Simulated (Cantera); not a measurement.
An isothermal, constant-pressure homogeneous reactor starts with CH₄ : H₂ : O₂ = 0.037 : 1 : 0.0015 (molar parts), at 2600 K and 4500 Pa.

Computed with Cantera and GRI-Mech 3.0 (53 species, 325 reactions). GRI-Mech 3.0 stops at C3 and has no aromatics, soot or wall deposition, so with more carbon than oxygen in the feed, carbon stays in small species such as C2H2 where larger ones or solid carbon would form. Radical loss at walls, strong at low pressure, is not modelled.

x: mole fraction; the columns are a selection and need not sum to one.

| t (s) | x CH₄ | x H₂ | x O₂ | x C₂H₄ | x HO₂ | x O |
|---|---|---|---|---|---|---|
| 1.00e-5 | 0.0344 | 0.961 | ? | 6.63e-7 | 3.25e-6 | 6.09e-7 |
| 3.30e-5 | 0.0320 | 0.957 | ? | 2.18e-5 | 2.23e-6 | 1.91e-6 |
| 0.000109 | 0.0247 | 0.946 | ? | 0.000210 | 3.93e-7 | 2.32e-6 |
| 0.000358 | 0.00983 | 0.938 | ? | 0.000124 | 1.08e-10 | 4.61e-7 |
| 0.00118 | 0.00144 | 0.933 | 6.86e-10 | 7.87e-6 | <1e-12 | 7.34e-7 |
| 0.00389 | 0.000256 | 0.920 | 3.91e-10 | 1.76e-6 | <1e-12 | 7.30e-7 |
| 0.0128 | 4.50e-5 | 0.895 | 1.62e-12 | 8.32e-7 | <1e-12 | 6.79e-8 |
| 0.0423 | 6.77e-6 | 0.851 | <1e-12 | 4.06e-7 | <1e-12 | 1.05e-11 |
| 0.140 | 4.05e-6 | 0.820 | <1e-12 | 2.75e-7 | <1e-12 | 1.03e-11 |
| 0.460 | 3.95e-6 | 0.818 | <1e-12 | 2.69e-7 | <1e-12 | 1.03e-11 |
| 1.52 | 3.95e-6 | 0.818 | <1e-12 | 2.69e-7 | <1e-12 | 1.03e-11 |
| 5.00 | 3.95e-6 | 0.818 | <1e-12 | 2.69e-7 | <1e-12 | 1.03e-11 |

Problem. Some entries are withheld; supply them.

Solution. 
- 1.00e-5, x O₂: 0.00142
- 3.30e-5, x O₂: 0.00129
- 0.000109, x O₂: 0.000462
- 0.000358, x O₂: 1.98e-7
